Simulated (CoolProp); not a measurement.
Vapour-liquid equilibrium of fluoroethane (R161) (1) + R1234yf (2) at 0.00404 MPa; x and y are mole fractions of (1).

Model: multi-fluid Helmholtz-energy mixture model, Wu 2012 and Lemmon 2022; pair parameters Bell 2016, in CoolProp.

```
x     bubble temperature (K)  y at the bubble point  dew temperature at overall composition x (K)  liquid density (mol/L)
----  ----------------------  ---------------------  --------------------------------------------  ----------------------
0.05                   188.7                  0.094                                         189.0                   12.55
0.2                    187.2                  0.322                                         188.0                   13.27
0.35                   186.0                  0.492                                         187.0                   14.05
0.5                    185.1                  0.627                                         186.0                   14.90
0.65                   184.4                  0.742                                         184.9                   15.84
0.8                    183.8                  0.849                                         184.0                   16.89
0.95                   183.4                  0.960                                         183.4                   18.05
```

No azeotrope shows between x = 0.05 and 0.95.

Pair parameters are fitted to limited data, so mixtures are less certain than the pure fluids.
